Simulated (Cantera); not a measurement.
Feed: 1 mol SiH4, 0.017 mol C2H4, 150 mol H2, held at 1850 K and 21.8 Torr.

These are equilibrium values from Cantera (NASA tables, ideal gas, pure condensed phases), not measurements of a reactor. Candidate condensed phases: C, C6H6, C7H8, C8H18, Si, SiC; 87 gas species. Mutual solubility and eutectic melting of coexisting phases are not modelled. Gases not in the tables: Si2H6 and higher silanes. The numbers say what is thermodynamically allowed, not how fast it happens.

Base state: H2 0.997, H 0.00316, Si 0.000222, SiH2 4.20e-5, SiH 3.75e-5 (mole fractions); condensed: Si(l) + SiC(s).

### Question
What changes in the equilibrium state with this change: temperature from 1850 K to 2550 K?

### Answer
| species | before | after |
|---|---|---|
| H2 | 0.997 | 0.827 |
| H | 0.00316 | 0.167 |
| Si | 0.000222 | 0.00571 |
| SiC2 | 3.90e-9 | 1.28e-5 |
| C2H2 (acetylene) | 2.36e-7 | 8.25e-5 |
| Si(l), mol | 0.919 | 0 |
| SiC(s), mol | 0.0334 | 0 |
